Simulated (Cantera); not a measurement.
Feed: 1 mol SiC, 0.58 mol H2O, a varied amount of N2, held at 800 °C and 0.825 Torr.

Method: chemical equilibrium by Gibbs-energy minimisation in Cantera with the NASA 1993 tables (ideal gas, pure condensed phases). Candidate condensed phases: C, C6H6, C7H8, C8H18, H2O, Si, SiC, SiO2, Si2N2O, Si3N4; 151 gas species. N2 is the only nitrogen source here; it is nearly inert below about 1500 K, so the nitride shown seldom forms there in practice. Equilibrium is a limit: real reactors are often held back by kinetics, nucleation or transport.

Question: At 2.6 mol N2, list the 3 most abundant gas species with their mole fractions, and the condensed phases.

Answer: N2 0.761, H2 0.210, CO 0.0290. Condensed: C(graphite) + Si2N2O(s).
